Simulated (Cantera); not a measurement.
# Hydrocarbon pyrolysis for carbon deposition

A perfectly stirred reactor is fed with 23.3 % CH4, 76.7 % N2, at 1.00 bar; it is held at 1823 K, and followed from long to short residence time.

Detailed kinetics in Cantera: GRI-Mech 3.0 (53 species, 325 reactions). GRI-Mech 3.0 stops at C3 and has no aromatics, soot or wall deposition, so with more carbon than oxygen in the feed, carbon stays in small species such as C2H2 where larger ones or solid carbon would form.

| τ (s) | x CH4 | x H | x CH2 | x CH3 | x C2H6 | x C2H2 |
|---|---|---|---|---|---|---|
| 0.80 | 0.00845 | 0.000221 | 1.25e-7 | 0.000138 | 1.59e-6 | 0.0904 |
| 0.36 | 0.0124 | 0.000215 | 1.78e-7 | 0.000200 | 3.32e-6 | 0.0887 |
| 0.16 | 0.0185 | 0.000206 | 2.54e-7 | 0.000293 | 7.20e-6 | 0.0862 |
| 0.072 | 0.0274 | 0.000194 | 3.57e-7 | 0.000427 | 1.55e-5 | 0.0825 |
| 0.032 | 0.0407 | 0.000179 | 4.95e-7 | 0.000620 | 3.32e-5 | 0.0768 |
| 0.015 | 0.0579 | 0.000160 | 6.60e-7 | 0.000866 | 6.64e-5 | 0.0694 |
| 0.0065 | 0.0831 | 0.000136 | 8.85e-7 | 0.00122 | 0.000136 | 0.0583 |
| 0.0029 | 0.113 | 0.000109 | 1.14e-6 | 0.00164 | 0.000254 | 0.0447 |
| 0.0013 | 0.145 | 8.11e-5 | 1.42e-6 | 0.00210 | 0.000431 | 0.0295 |
| 0.00059 | 0.176 | 5.36e-5 | 1.64e-6 | 0.00250 | 0.000630 | 0.0151 |
| 0.00027 | 0.203 | 2.91e-5 | 1.59e-6 | 0.00264 | 0.000710 | 0.00486 |
x: mole fraction; the columns are a selection and need not sum to one.
